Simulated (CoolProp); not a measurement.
Vapour-liquid equilibrium of n-heptane (1) + m-xylene (2) at 154.15 °C; x and y are mole fractions of (1).

Computed with CoolProp (multi-fluid Helmholtz-energy mixture model, Span 2003 and Zhou 2012; pair parameters Bell 2016).

**Question.** Give the bubble pressure and the first vapour's composition at x = 0.05, 0.15, 0.65. Is there an azeotrope?

**Answer.** x = 0.05: 0.1667 MPa, y = 0.142; x = 0.15: 0.1983 MPa, y = 0.342; x = 0.65: 0.3259 MPa, y = 0.808. No azeotrope shows between x = 0.05 and 0.95.

Pair parameters are fitted to limited data, so mixtures are less certain than the pure fluids.
